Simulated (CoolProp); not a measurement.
Values from CoolProp's reference Helmholtz-energy equation of state, Akasaka 2022.

Give the vapour pressure (MPa), liquid density (kg/m³), vapour density (kg/m³), enthalpy of vaporisation (kJ/kg) of saturated R1233zd(E) at 325, 372.8 K.


```json
[
 {"T (K)": "325", "p (MPa)": "0.310", "liquid density (kg/m³)": "1200", "vapour density (kg/m³)": "16.5", "enthalpy of vaporisation (kJ/kg)": "176"},
 {"T (K)": "372.8", "p (MPa)": "1.04", "liquid density (kg/m³)": "1050", "vapour density (kg/m³)": "55.8", "enthalpy of vaporisation (kJ/kg)": "143"}
]
```
